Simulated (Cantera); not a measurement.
A closed system holds: 1 mol H2O, 0.17 mol SO2, 6.8 mol O2, at 1273.15 K and 55.0 Pa.

Cantera equilibrium calculation (NASA polynomials, part measured and part estimated; ideal gas, pure solids and liquids). Candidate condensed phases: H2O, H2SO4, S; 19 gas species. Rates play no part.

Base state: O2 0.853, H2O 0.125, SO2 0.0213, OH 7.93e-5, SO3 6.79e-5 (mole fractions); condensed: gas only.

### Question
What changes in the equilibrium state with this change: temperature from 1273.15 K to 1623 K?

### Answer
| species | before | after |
|---|---|---|
| O2 | 0.853 | 0.851 |
| H2O | 0.125 | 0.124 |
| SO2 | 0.0213 | 0.0213 |
| OH | 7.93e-5 | 0.00217 |
| H | 1.69e-8 | 2.08e-5 |
| O | 4.25e-6 | 0.000748 |
| H2 | 3.09e-7 | 4.97e-5 |
